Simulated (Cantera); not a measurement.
Feed: 1 mol SiH2Cl2, 45 mol NH3, 30 mol H2, 45 mol N2, equilibrated at 0.100 bar.

Equilibrium computed with Cantera from the NASA thermochemical tables; the gas is ideal and each condensed phase is pure. Candidate condensed phases: NH4Cl, Si, Si3N4; 28 gas species. The numbers say what is thermodynamically allowed, not how fast it happens.

Over these rows the condensed part is Si3N4(s). Partial pressures as log10 of bar:

```csv
T (K),1000/T (1/K),log p SiCl2,log p H2,log p N2,log p HCl
1073,0.9320,-9.70,-1.23,-1.40,-2.92
1173,0.8525,-8.60,-1.23,-1.40,-2.92
1273,0.7855,-7.68,-1.23,-1.40,-2.92
1373,0.7283,-6.89,-1.23,-1.40,-2.92
1473,0.6789,?,-1.23,-1.40,-2.92
1573,0.6357,-5.64,-1.23,-1.40,-2.92
```

Problem. Fit log p(SiCl2) = a + b·(1000/T) to the five rows, give the apparent enthalpy, and predict the row at 1473 K.

Solution. Means: 1000/T = 0.7868, log p = -7.702. Sxy = -0.708207, Sxx = 0.0516547, so b = -13.71 and a = -7.702 − (-13.71)×0.7868 = 3.09.
Apparent enthalpy: −19.145 × (-13.71) = 262 kJ/mol. With the condensed phases at unit activity, 1/3 Si3N4(s) + 2 HCl(g) = SiCl2(g) + H2(g) + 2/3 N2(g) links this pressure to the main gases: over the six rows their terms move log p by +0.00 in all, so the slope is close to that reaction's ΔH°. The five rows lie within 0.01 of the line.
Prediction at 1473 K: 3.09 + (-13.71)×0.6789 = -6.22. The computed value is -6.22, 0.00 from the line.
